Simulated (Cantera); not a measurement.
What does this Cantera script print?

```python
import numpy as np
import cantera as ct

gas_names = """
    CL CLO CL2 O O2 O3 Si SiCL SiCL2 SiCL3 SiCL4 SiO SiO2 Si2 Si3
""".split()
cond_names = """
    Si(cr) Si(L) SiO2(Lqz) SiO2(hqz) SiO2(L)
""".split()


def load(file, names, dense=False):
    # The tables refer to 1 bar. Condensed volumes are neglected.
    table = {s.name: s for s in ct.Species.list_from_file(file)}
    out = []
    for n in names:
        d = dict(table[n].input_data)
        d["thermo"] = dict(d["thermo"], **{"reference-pressure": 1e5})
        if dense:
            d["equation-of-state"] = {"model": "constant-volume", "density": "1e6 g/cm^3"}
        out.append(ct.Species.from_dict(d))
    return out


gas = ct.Solution(thermo="ideal-gas", species=load("nasa_gas.yaml", gas_names))
cond = {s.name: ct.Solution(thermo="fixed-stoichiometry", species=[s], name=s.name)
        for s in load("nasa_condensed.yaml", cond_names, dense=True)}
atoms = {
    'Si': {'Si': 1},
    'Cl2': {'CL': 2},
    'O2': {'O': 2},
}
top_T = {}  # K; cautious upper limits of use, not melting points


def equilibrate(T, P, feed):
    n = {}
    for name, mol in feed.items():
        for a, k in atoms[name].items():
            n[a] = n.get(a, 0.0) + k * mol
    gas.TPX = T, P, n
    mass = sum(n.values()) * gas.mean_molecular_weight
    gas.equilibrate("TP")
    valid = [c for c in cond.values() if c.min_temp <= T <= top_T.get(c.name, c.max_temp)]
    mix = ct.Mixture([(gas, mass / gas.mean_molecular_weight)] + [(c, 0.0) for c in valid])
    mix.T, mix.P = T, P
    mix.equilibrate("TP", solver="vcs", rtol=1e-11, max_steps=5000)
    return mix


results = []
feed = {'Si': 1, 'Cl2': 0.099, 'O2': 2.9}  # mol
T = 1098.15  # K
P = 13332.2  # Pa
mix = equilibrate(T, P, feed)
results.append((T, P, feed, dict(zip(mix.species_names, mix.species_moles))))
x = sorted(zip(gas.X, gas.species_names), reverse=True)
print(f"T = {T:g} K  P = {P:g} Pa  gas = {mix.phase_moles(0):.4g} mol")
print("   x: " + "  ".join(f"{s} {v:.3e}" for v, s in x if v > 1e-05))
print("   condensed (mol): " + ("  ".join(f"{mix.phase(i).name} {mix.phase_moles(i):.4g}"
      for i in range(1, mix.n_phases) if mix.phase_moles(i) > 1e-12) or "none"))
```

Output:

```
T = 1098.15 K  P = 13332.2 Pa  gas = 2 mol
   x: O2 9.500e-01  CL2 4.905e-02  CL 8.982e-04  CLO 1.558e-05
   condensed (mol): SiO2(hqz) 1
```

These are equilibrium values from Cantera (NASA tables, ideal gas, pure condensed phases), not measurements of a reactor.
